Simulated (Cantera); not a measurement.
# Moist CO burnout

A perfectly stirred reactor is fed with CO : O2 : H2O : N2 = 0.0071 : 0.014 : 0.00012 : 1 (molar parts), equivalence ratio 0.25, at 4.93 atm; it is held at 1125 K, and followed from long to short residence time.

Cantera simulation using GRI-Mech 3.0 (53 species, 325 reactions); the numbers are that mechanism's predictions, not measurements.

```json
[
 {"τ (s)": "22", "x CO": "0.000718", "x O2": "0.0106", "x H2O": "0.000118", "x N2O": "2.01e-6", "x NO": "2.74e-7", "x OH": "2.22e-8"},
 {"τ (s)": "6.4", "x CO": "0.00180", "x O2": "0.0112", "x H2O": "0.000117", "x N2O": "2.22e-6", "x NO": "1.50e-7", "x OH": "2.27e-8"},
 {"τ (s)": "1.9", "x CO": "0.00362", "x O2": "0.0121", "x H2O": "0.000117", "x N2O": "1.67e-6", "x NO": "4.75e-8", "x OH": "2.26e-8"},
 {"τ (s)": "0.53", "x CO": "0.00554", "x O2": "0.0130", "x H2O": "0.000117", "x N2O": "7.64e-7", "x NO": "7.07e-9", "x OH": "2.12e-8"},
 {"τ (s)": "0.15", "x CO": "0.00654", "x O2": "0.0135", "x H2O": "0.000117", "x N2O": "2.35e-7", "x NO": "5.97e-10", "x OH": "1.79e-8"},
 {"τ (s)": "0.044", "x CO": "0.00687", "x O2": "0.0137", "x H2O": "0.000117", "x N2O": "5.22e-8", "x NO": "3.09e-11", "x OH": "1.15e-8"},
 {"τ (s)": "0.013", "x CO": "0.00695", "x O2": "0.0137", "x H2O": "0.000117", "x N2O": "1.46e-9", "x NO": "<1e-12", "x OH": "6.83e-10"},
 {"τ (s)": "0.0037", "x CO": "0.00695", "x O2": "0.0137", "x H2O": "0.000118", "x N2O": "1.09e-10", "x NO": "<1e-12", "x OH": "5.78e-11"},
 {"τ (s)": "0.0011", "x CO": "0.00695", "x O2": "0.0137", "x H2O": "0.000118", "x N2O": "1.95e-11", "x NO": "<1e-12", "x OH": "1.40e-11"}
]
```
x: mole fraction; the columns are a selection and need not sum to one.
